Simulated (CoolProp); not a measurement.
A single-stage vapour-compression cycle with R143a: evaporating at 221.15 K (dew point), condensing at 267.15 K (bubble point), superheat 5 K, subcooling 8 K, compressor efficiency 0.65, no pressure losses. Each further row changes one setting.

The numbers come from the reference Helmholtz-energy equation of state, Lemmon and Jacobsen 2000 in CoolProp.

| case | cooling COP | pressure ratio | discharge temperature (K) | refrigerating effect (kJ/kg) | volumetric capacity (kJ/m³) |
|---|---|---|---|---|---|
| as stated | 2.71 | 6.37 | 309.6 | 182 | 680 |
| evaporating temperature 226.15 K | ? | 4.99 | 304.2 | 185 | 869 |
| condensing temperature 262.15 K | 3.11 | ? | 301.9 | 189 | 707 |
| subcooling 13 K | 2.81 | 6.37 | 309.6 | 189 | 707 |
| superheat 15 K | ? | 6.37 | 320.9 | ? | 677 |
| compressor efficiency 0.55 | ? | 6.37 | 321.3 | 182 | 680 |

Fill in the missing entries.


- evaporating temperature 226.15 K, cooling COP: 3.17
- condensing temperature 262.15 K, pressure ratio: 5.39
- superheat 15 K, cooling COP: 2.70
- superheat 15 K, refrigerating effect (kJ/kg): 190
- compressor efficiency 0.55, cooling COP: 2.29
